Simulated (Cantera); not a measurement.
Cantera with NASA thermochemical tables; ideal gases at 1 bar, condensed phases pure. Values are per mole of reaction as written; species without (g) are pure solids or liquids, kept so even where they would boil at 1 bar.

3 N2O(g) + 9 H2(g) + 2 Cr = 6 NH3(g) + Cr2O3, with ΔH° = -1655.7 kJ and ΔS° = -647.5 J/K at 300 K.

Q: How far is the shortcut ΔG° ≈ ΔH°(300 K) − T·ΔS°(300 K) from the full temperature-dependent value at 925, 1000, 1075, 1150, 1225, 1300, 1375, 1450, 1525, 1600 K?

A: 
```json
[
 {"T (K)": "925", "shortcut (kJ)": "-1056.8", "full (kJ)": "-1021.2", "difference (kJ)": "-35.5", "difference in log10 K": "2.01"},
 {"T (K)": "1000", "shortcut (kJ)": "-1008.2", "full (kJ)": "-966.0", "difference (kJ)": "-42.2", "difference in log10 K": "2.20"},
 {"T (K)": "1075", "shortcut (kJ)": "-959.6", "full (kJ)": "-910.6", "difference (kJ)": "-49.0", "difference in log10 K": "2.38"},
 {"T (K)": "1150", "shortcut (kJ)": "-911.1", "full (kJ)": "-855.0", "difference (kJ)": "-56.0", "difference in log10 K": "2.54"},
 {"T (K)": "1225", "shortcut (kJ)": "-862.5", "full (kJ)": "-799.3", "difference (kJ)": "-63.2", "difference in log10 K": "2.69"},
 {"T (K)": "1300", "shortcut (kJ)": "-813.9", "full (kJ)": "-743.5", "difference (kJ)": "-70.5", "difference in log10 K": "2.83"},
 {"T (K)": "1375", "shortcut (kJ)": "-765.4", "full (kJ)": "-687.5", "difference (kJ)": "-77.9", "difference in log10 K": "2.96"},
 {"T (K)": "1450", "shortcut (kJ)": "-716.8", "full (kJ)": "-631.5", "difference (kJ)": "-85.4", "difference in log10 K": "3.08"},
 {"T (K)": "1525", "shortcut (kJ)": "-668.3", "full (kJ)": "-575.3", "difference (kJ)": "-93.0", "difference in log10 K": "3.18"},
 {"T (K)": "1600", "shortcut (kJ)": "-619.7", "full (kJ)": "-519.1", "difference (kJ)": "-100.6", "difference in log10 K": "3.29"}
]
```
The shortcut ignores the heat-capacity change of the reaction.
